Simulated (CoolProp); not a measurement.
Properties of propylene at several states (Tc = 91.1 °C, pc = 4.555 MPa, ω = 0.146).

Values from CoolProp's reference Helmholtz-energy equation of state, Lemmon 2013.

```tsv
T (°C)	p (MPa)	phase	cv (kJ/(kg K))	conductivity (mW/(m K))	fugacity coefficient
294.75	10.8	supercritical	2.321	64.7	(withheld)
188.45	0.0211	gas	1.934	37.0	0.9993
-173.05	0.0735	liquid	1.508	185	5.790e-7
137.95	1.14	gas	1.774	32.0	0.9423
-64.05	0.0649	liquid	(withheld)	152	(withheld)
```

Fill in the missing entries.


- 294.75, fugacity coefficient: 0.8526
- -64.05, cv (kJ/(kg K)): 1.345
- -64.05, fugacity coefficient: 0.6784

Thermal conductivity comes from a separate model (Huber 2003), an estimate that may be off by 10 % or more.
